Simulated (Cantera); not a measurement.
Input: 1 mol SiH4, 0.36 mol HCl, 34 mol N2, at 0.650 bar.

Method: chemical equilibrium by Gibbs-energy minimisation in Cantera with the NASA 1993 tables (ideal gas, pure condensed phases). Candidate condensed phases: NH4Cl, Si, Si3N4; 28 gas species. Kinetics and transport are ignored. All values below are at 1573 K.

Base state: N2 0.934, H2 0.0561, HCl 0.0100, SiCl2 2.76e-5, H 1.19e-5 (mole fractions); condensed: Si3N4(s).

**Question.** What changes in the equilibrium state with this change: SiH4 replaced by SiCl4?

**Answer.** 
```tsv
species	before	after
N2	0.934	0.961
SiCl4	2.15e-7	0.0277
HCl	0.0100	0.0102
H2	0.0561	4.96e-7
Cl2	<1e-9	2.50e-5
SiCl3	1.50e-6	0.000567
Cl	1.70e-6	0.000579
H	1.19e-5	3.55e-8
Si3N4(s), mol	0.333	0
```
The tables' values for SiCl3 are old estimates; treat these amounts as uncertain.

**Question.** What changes in the equilibrium state with this change: SiH4 replaced by Si2H6?

**Answer.** 
```
species         before    after
-------------  -------  -------
N2               0.934    0.907
H2              0.0561   0.0833
HCl             0.0100  0.00995
SiCl2          2.76e-5  1.87e-5
H              1.19e-5  1.46e-5
Si3N4(s), mol    0.333    0.666
```
The feed counts by its element totals alone.
